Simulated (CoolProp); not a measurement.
A single-stage vapour-compression cycle with the fluid: evaporating at 253.15 K (dew point), condensing at 284.15 K (bubble point), superheat 0 K, subcooling 2 K, compressor efficiency 0.75, no pressure losses. The same conditions are run with several fluids, on thermodynamics alone (safety and materials aside).

Model: reference Helmholtz-energy equation of state of each fluid (n-perfluoropentane: Gao 2022; nitrous oxide: Lemmon 2006; sulfur dioxide: Gao 2016; ethane: Bücker 2006; R22: Kamei 1995; R141b: Lemmon 2006), in CoolProp.

| fluid | cooling COP | pressure ratio | discharge temperature (K) | refrigerating effect (kJ/kg) | volumetric capacity (kJ/m³) |
|---|---|---|---|---|---|
| n-perfluoropentane | 5.15 | 4.60 | 284.1 | 75.2 | 111 |
| nitrous oxide | 4.69 | ___ | 318.4 | 215 | 10000 |
| sulfur dioxide | 5.47 | ___ | 358.9 | 359 | 708 |
| ethane | 4.55 | 2.17 | 304.0 | ___ | 6920 |
| R22 | 5.45 | 2.86 | ___ | 186 | 2010 |
| R141b | 5.67 | 4.38 | 306.2 | 214 | 124 |

**Question.** Complete the blanks.

**Answer.** 
- nitrous oxide, pressure ratio: 2.28
- sulfur dioxide, pressure ratio: 3.76
- ethane, refrigerating effect (kJ/kg): 267
- R22, discharge temperature (K): 313.3

The compression ends wet for: n-perfluoropentane.
